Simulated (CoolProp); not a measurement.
Vapour-liquid equilibrium of acetone (1) + ethanol (2) at 12.5 bar; x and y are mole fractions of (1).

Computed with CoolProp (multi-fluid Helmholtz-energy mixture model, Lemmon 2006 and Schroeder 2014; pair parameters Bell 2016).

```csv
x,bubble temperature (K),y at the bubble point,dew temperature at overall composition x (K),liquid density (mol/L)
0.05,431.6,0.072,432.0,13.56
0.125,430.0,0.169,430.7,13.28
0.2,428.7,…,429.5,12.99
0.275,427.6,0.330,…,…
0.35,426.7,0.399,427.3,12.45
0.425,426.0,0.464,426.4,12.19
0.5,425.6,0.527,425.7,11.94
0.575,425.3,0.588,425.3,11.70
0.65,425.2,0.651,425.2,11.48
0.725,425.2,0.716,425.3,11.26
0.8,425.6,0.784,425.7,11.05
0.875,426.1,0.858,426.3,10.85
0.95,427.0,0.940,427.1,10.65
```

**Question.** Complete the blanks.

**Answer.** 
- 0.2, y at the bubble point: 0.254
- 0.275, dew temperature at overall composition x (K): 428.3
- 0.275, liquid density (mol/L): 12.72

y crosses x between x = 0.65 and 0.725: the model has an azeotrope there.

The pair parameters rest on a limited set of measurements; away from them the model extrapolates.
